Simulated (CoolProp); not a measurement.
100 sccm (0 °C, 1 atm) of nitrogen bubbles through liquid octamethyltrisiloxane (MDM) at 323.5 K and leaves saturated at a total pressure of 0.0525 MPa (ideal gas phase). Each further row changes one setting.

Computed with CoolProp (reference Helmholtz-energy equation of state, Thol 2017).

| case | vapour pressure (kPa) | mole fraction of vapour | delivery (mg/min) | delivery (sccm) | change of delivery for a bath 1 K warmer (%) |
|---|---|---|---|---|---|
| as stated | 2.23 | 0.0424 | 46.8 | 4.43 | 5.7 |
| bath temperature 328.5 K | 2.89 | 0.0550 | 61.5 | 5.82 | 5.5 |
| total pressure 0.105 MPa | 2.23 | 0.0212 | 22.9 | 2.17 | 5.6 |
